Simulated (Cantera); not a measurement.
A closed system holds: 1 mol TiO2, 6.5 mol Cl2, 14 mol O2, at 10.0 mbar.

These are equilibrium values from Cantera (NASA tables, ideal gas, pure condensed phases), not measurements of a reactor. Candidate condensed phases: Ti, TiCl2, TiCl3, TiCl4, TiO, TiO2, Ti2O3, Ti3O5, Ti4O7; 15 gas species. Equilibrium is a limit: real reactors are often held back by kinetics, nucleation or transport. All values below are at 1452 °C.

Base state: O2 0.538, Cl 0.424, Cl2 0.0376, ClO 0.000594, O 0.000426 (mole fractions); condensed: TiO2(rutile).

**Question.** What changes in the equilibrium state with this change: TiO2 replaced by Al2O3?

**Answer.** 
| species | before | after |
|---|---|---|
| O2 | 0.538 | 0.538 |
| Cl | 0.424 | 0.424 |
| Cl2 | 0.0376 | 0.0375 |
| AlCl3 | 0 | 0.000187 |
| ClO | 0.000594 | 0.000594 |
| O | 0.000426 | 0.000426 |
| TiO2(rutile), mol | 0.999 | 0 |
| Al2O3(s), mol | 0 | 0.998 |
Further candidate phases: Al, AlCl3, Al2O3.
